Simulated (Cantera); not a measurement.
Input (Python, Cantera) and output of one run.

```python
import numpy as np
import cantera as ct

gas_names = [...]  # 109 gases of nasa_gas.yaml made of C, Cl, H, Si
cond_names = """
    C(gr) C6H6(L) C7H8(L) C8H18(L),n-octa Si(cr) Si(L) SiC(b)
""".split()


# ... load() reads the species with a 1 bar reference pressure and builds the phases ...
atoms = {
    'SiH2Cl2': {'Si': 1, 'H': 2, 'CL': 2},
    'CH4': {'C': 1, 'H': 4},
    'H2': {'H': 2},
}
top_T = {'C(gr)': 4500, 'SiC(b)': 3050}  # K; cautious upper limits of use, not melting points


# ... equilibrate(T, P, feed) seeds the gas with the atoms and calls Mixture.equilibrate('TP', solver="gibbs", rtol=1e-10, max_steps=50000) ...
results = []
feed = {'SiH2Cl2': 1, 'CH4': 0.14, 'H2': 4.6}  # mol
P = 12000  # Pa
for T in [1025, 1225, 1425, 1625, 1825, 2025, 2225, 2425]:
    mix = equilibrate(T, P, feed)
    results.append((T, P, feed, dict(zip(mix.species_names, mix.species_moles))))

top = {s: max(r[3][s] / sum(r[3][g] for g in gas_names) for r in results) for s in gas_names}
cols = sorted((s for s in top if top[s] > 1e-06), key=lambda s: -top[s])[:5]
seen = [c for c in cond_names if any(r[3].get(c, 0) > 1e-12 for r in results)]
print("log10 of partial pressures in bar; condensed amounts in mol")
print(f"{'T/K':>10s}" + "".join(f"{s[:9]:>10s}" for s in cols + seen))
for T, P, feed, n in results:
    ng = sum(n[g] for g in gas_names)
    print(f"{T:10.4g}" + "".join(f"{np.log10(max(n[s] / ng * P / 1e5, 1e-99)):10.3f}" for s in cols)
          + "".join(f"{n.get(c, 0):10.4g}" for c in seen))
```

Result:

```
log10 of partial pressures in bar; condensed amounts in mol
       T/K        H2       HCL     SiCL2     SiCL4         H    Si(cr)     Si(L)    SiC(b)
      1025    -0.967    -2.605    -3.991    -2.176    -8.844     0.352         0      0.14
      1225    -0.987    -2.079    -2.784    -2.367    -7.000    0.3909         0      0.14
      1425    -1.014    -1.847    -2.200    -3.051    -5.673    0.3582         0      0.14
      1625    -1.022    -1.812    -2.058    -4.144    -4.662    0.3214         0      0.14
      1825    -1.026    -1.779    -2.058    -5.091    -3.869         0    0.3427      0.14
      2025    -1.032    -1.744    -2.090    -5.855    -3.232         0    0.3763    0.1398
      2225    -1.043    -1.725    -2.132    -6.505    -2.710         0    0.3737    0.1377
      2425    -1.072    -1.733    -2.199    -7.103    -2.283         0    0.2149    0.1151
```

Method: chemical equilibrium by Gibbs-energy minimisation in Cantera with the NASA 1993 tables (ideal gas, pure condensed phases). Mutual solubility and eutectic melting of coexisting phases are not modelled. The tables' values for SiCl3, SiCl are old estimates; treat these amounts as uncertain. Gases not in the tables: Si2H6 and higher silanes.
